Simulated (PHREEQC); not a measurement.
A solution holds 0.2 mol/kgw CuSO4, 1.8 mol/kgw HCl and 0.0059 mol/kgw KCl, at 25 °C. Closed to the air; pH follows from the charge balance.

Computed with PHREEQC (ion-association model, wateq4f.dat).

```
Property                  Value
-----------------  ------------
pH                        -0.07
ionic strength     2.01 mol/kgw
activity of water         0.937
total alkalinity   -1800 meq/kg
```

```csv
species,molality,activity,log γ
Cl-,1.69,0.964,-0.245
H+,1.61,1.17,-0.139
HSO4-,0.189,0.110,-0.234
Cu+2,0.101,0.0175,-0.762
CuCl+,0.0814,0.0455,-0.253
CuCl2,0.0148,0.0236,0.201
SO4-2,0.00865,0.000972,-0.949
K+,0.00586,0.00334,-0.245
CuSO4,0.00219,0.00348,0.201
CuCl3-,0.000144,8.06e-5,-0.253
```

No solid was allowed to form. Caution: at this ionic strength the ion-association model is outside its range; a Pitzer model would be the better tool where its parameters exist.
